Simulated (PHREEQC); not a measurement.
City or well water: an equilibrium model

Model water analysis in mg/L, 25 °C, pH 7.51, pe -1.1:

| constituent | mg/L |
|---|---|
| Na | 8.88 |
| K | 17.4 |
| Ca | 18.5 |
| Mg | 13.1 |
| Cl | 4.53 |
| S(6) as SO4 | 44.5 |
| Alkalinity as HCO3 | 109 |
| Br | 2.45 |
| Si as SiO2 | 2.34 |
| B | 0.116 |
| Mn(2) | 4.37 |
| Li | 0.0891 |

Valence states are taken as typed.

The numbers come from PHREEQC with the ion-association model, wateq4f.dat.

```
Quantity                       Result
--------------------  ---------------
ionic strength        0.00420 mol/kgw
charge-balance error            2.4 %
```

```tsv
species	molality	activity	log γ
HCO3-	0.00173	0.00162	-0.030
Mg+2	0.000502	0.000383	-0.118
K+	0.000444	0.000414	-0.031
Ca+2	0.000433	0.000329	-0.119
SO4-2	0.000411	0.000312	-0.120
Na+	0.000385	0.000360	-0.030
Cl-	0.000128	0.000119	-0.031
CO2	0.000112	0.000113	0.000
Mn+2	6.07e-5	4.64e-5	-0.117
H4SiO4	3.88e-5	3.88e-5	0.000
```

This is a speciation only: nothing precipitates in the calculation. Saturation is exceeded, for instance for Rhodochrosite; the values hold only as long as no solid forms.
